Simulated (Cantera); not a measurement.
Charge: 1 mol Si, 3.3 mol NF3, 3.2 mol H2, held at 702 °C and 10000 Pa.

These are equilibrium values from Cantera (NASA tables, ideal gas, pure condensed phases), not measurements of a reactor. Candidate condensed phases: Si, Si3N4; 37 gas species. Rates play no part.

Base state: HF 0.670, N2 0.188, SiF4 0.114, H2 0.0284 (mole fractions); condensed: gas only.

### Question
What changes in the equilibrium state with this change: NF3 from 3.3 to 5.7 mol?

### Answer
| species | before | after |
|---|---|---|
| HF | 0.670 | 0.448 |
| N2 | 0.188 | 0.198 |
| F2 | <1e-9 | 0.180 |
| F | <1e-9 | 0.102 |
| H2 | 0.0284 | <1e-9 |
| SiF4 | 0.114 | 0.0699 |
| NF3 | <1e-9 | 0.00207 |
